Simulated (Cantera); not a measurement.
# Sublimation and decomposition of ceramics: AlN + H2

A closed system holds: 1 mol AlN, 0.077 mol H2, held at 0.100 bar.

These are equilibrium values from Cantera (NASA tables, ideal gas, pure condensed phases), not measurements of a reactor. Candidate condensed phases: Al, AlN; 13 gas species. Kinetics and transport are ignored.

| T (K) | log p H2 | log p Al | log p N2 | log p H | log p AlH | log p Al2 | n AlN(s) |
|---|---|---|---|---|---|---|---|
| 2148 | -1.04 | -2.28 | -2.55 | -2.90 | -3.48 | -5.38 | 0.995 |
| 2198 | -1.08 | -2.05 | -2.32 | -2.79 | -3.31 | -5.01 | 0.991 |
| 2248 | -1.13 | -1.82 | -2.10 | -2.70 | -3.15 | -4.66 | 0.984 |
| 2298 | -1.23 | -1.61 | -1.89 | -2.63 | -3.02 | -4.32 | 0.968 |
| 2348 | -1.43 | -1.41 | -1.69 | -2.62 | -2.96 | -4.00 | 0.920 |
| 2398 | -2.28 | -1.21 | -1.51 | -2.94 | -3.22 | -3.69 | 0.222 |
| 2448 | -2.40 | -1.20 | -1.50 | -2.90 | -3.31 | -3.75 | 0 |
| 2498 | -2.41 | -1.20 | -1.50 | -2.81 | -3.34 | -3.83 | 0 |
| 2548 | -2.43 | -1.21 | -1.50 | -2.73 | -3.38 | -3.90 | 0 |
| 2598 | -2.45 | -1.21 | -1.50 | -2.65 | -3.42 | -3.97 | 0 |
| 2648 | -2.48 | -1.21 | -1.50 | -2.57 | -3.47 | -4.04 | 0 |
| 2698 | -2.51 | -1.21 | -1.50 | -2.50 | -3.51 | -4.10 | 0 |
| 2748 | -2.54 | -1.21 | -1.51 | -2.44 | -3.55 | -4.17 | 0 |
| 2798 | -2.59 | -1.21 | -1.51 | -2.38 | -3.60 | -4.23 | 0 |
log p: log10 of the partial pressure in bar; n: condensed amount in mol.

From 2148 K to 2398 K the condensed part is AlN(s). From 2448 K to 2798 K nothing is condensed. The main Al-bearing gas is Al throughout.
